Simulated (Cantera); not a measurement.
An adiabatic, constant-pressure homogeneous reactor starts with CO : H2 : CH4 : O2 : N2 = 1 : 1 : 0.08 : 2.83 : 10.6 (molar parts), at 1800 K and 0.310 bar. Integrator tolerance rtol = 1e-08.

Model: GRI-Mech 3.0 (53 species, 325 reactions), integrated in Cantera.

```json
[
 {"quantity": "time of steepest temperature rise", "before": "28.1 µs", "after": "31.1 µs"},
 {"quantity": "temperature at 0.400 s", "before": "2530 K", "after": "2547 K"},
 {"quantity": "equilibrium temperature", "before": "2530 K", "after": "2547 K"},
 {"quantity": "x(CO) at 0.400 s", "before": "0.0141 (gas-phase equilibrium 0.0141)", "after": "0.0185 (gas-phase equilibrium 0.0185)"},
 {"quantity": "x(H2) at 0.400 s", "before": "0.00257 (gas-phase equilibrium 0.00257)", "after": "0.00352 (gas-phase equilibrium 0.00352)"},
 {"quantity": "x(CH4) at 0.400 s", "before": "<1e-12 (gas-phase equilibrium <1e-12)", "after": "<1e-12 (gas-phase equilibrium <1e-12)"},
 {"quantity": "x(N2O) at 0.400 s", "before": "4.78e-7 (gas-phase equilibrium 4.78e-7)", "after": "4.20e-7 (gas-phase equilibrium 4.20e-7)"},
 {"quantity": "x(CH2CO) at 0.400 s", "before": "<1e-12 (gas-phase equilibrium <1e-12)", "after": "<1e-12 (gas-phase equilibrium <1e-12)"}
]
```

Question: Which change was made?
A. initial temperature 1800 to 1050 K
B. initial temperature 1800 to 1375 K
C. O2 2.83 to 2.2 parts
D. pressure from 0.310 bar to 10.0 bar

Answer: C, O2 2.83 to 2.2 parts
